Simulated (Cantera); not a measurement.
## Premixed flame

A freely propagating, adiabatic, planar premixed flame of 41.0 % H2, 7.58 % O2, 33.4 % N2, 18.0 % H2O, equivalence ratio 2.7, unburnt at 523 K and 338 Torr; mixture-averaged transport, grid criteria slope 0.08 and curve 0.16, no radiation.

Model: the H2/O2 subset of GRI-Mech 3.0, which has no nitrogen chemistry, integrated in Cantera. Burning velocities carry a grid error of a few per cent, more on coarse grids.

```json
[
 {"z (mm)": "-3.38", "T (K)": "523", "u (m/s)": "3.60", "x H2": "0.410", "x O2": "0.0758", "x H2O": "0.180", "x HO2": "<1e-8", "x H": "<1e-8", "x O": "<1e-8"},
 {"z (mm)": "-2.25", "T (K)": "523", "u (m/s)": "3.60", "x H2": "0.410", "x O2": "0.0758", "x H2O": "0.180", "x HO2": "<1e-8", "x H": "<1e-8", "x O": "<1e-8"},
 {"z (mm)": "-1.69", "T (K)": "523", "u (m/s)": "3.60", "x H2": "0.410", "x O2": "0.0758", "x H2O": "0.180", "x HO2": "2.62e-8", "x H": "<1e-8", "x O": "<1e-8"},
 {"z (mm)": "-1.13", "T (K)": "523", "u (m/s)": "3.61", "x H2": "0.409", "x O2": "0.0759", "x H2O": "0.180", "x HO2": "1.88e-6", "x H": "2.60e-8", "x O": "1.31e-8"},
 {"z (mm)": "-0.563", "T (K)": "561", "u (m/s)": "3.83", "x H2": "0.402", "x O2": "0.0757", "x H2O": "0.185", "x HO2": "0.000207", "x H": "0.000131", "x O": "8.93e-6"},
 {"z (mm)": "-0.282", "T (K)": "744", "u (m/s)": "4.98", "x H2": "0.378", "x O2": "0.0695", "x H2O": "0.205", "x HO2": "0.000136", "x H": "0.00289", "x O": "9.16e-5"},
 {"z (mm)": "0", "T (K)": "1014", "u (m/s)": "6.66", "x H2": "0.334", "x O2": "0.0512", "x H2O": "0.249", "x HO2": "5.69e-5", "x H": "0.0150", "x O": "0.000524"},
 {"z (mm)": "0.282", "T (K)": "1214", "u (m/s)": "7.92", "x H2": "0.287", "x O2": "0.0240", "x H2O": "0.304", "x HO2": "2.09e-5", "x H": "0.0315", "x O": "0.000855"},
 {"z (mm)": "0.563", "T (K)": "1316", "u (m/s)": "8.57", "x H2": "0.263", "x O2": "0.00752", "x H2O": "0.336", "x HO2": "5.98e-6", "x H": "0.0389", "x O": "0.000495"},
 {"z (mm)": "1.13", "T (K)": "1396", "u (m/s)": "9.06", "x H2": "0.256", "x O2": "0.000689", "x H2O": "0.350", "x HO2": "5.08e-7", "x H": "0.0365", "x O": "0.000159"},
 {"z (mm)": "2.25", "T (K)": "1463", "u (m/s)": "9.45", "x H2": "0.261", "x O2": "6.93e-5", "x H2O": "0.353", "x HO2": "5.39e-8", "x H": "0.0280", "x O": "9.05e-5"},
 {"z (mm)": "4.51", "T (K)": "1523", "u (m/s)": "9.79", "x H2": "0.267", "x O2": "3.06e-5", "x H2O": "0.355", "x HO2": "2.55e-8", "x H": "0.0193", "x O": "4.93e-5"},
 {"z (mm)": "9.01", "T (K)": "1569", "u (m/s)": "10.1", "x H2": "0.271", "x O2": "1.36e-5", "x H2O": "0.357", "x HO2": "1.23e-8", "x H": "0.0123", "x O": "2.21e-5"}
]
```
x: mole fraction of selected species; z is measured from the peak of heat release.

```
Quantity                    Result
------------------------  --------
laminar burning velocity  360 cm/s
thermal thickness          1.13 mm
peak x(HO2)               0.000219
peak x(H)                   0.0394
peak x(O)                 0.000867
grid points                    118
```
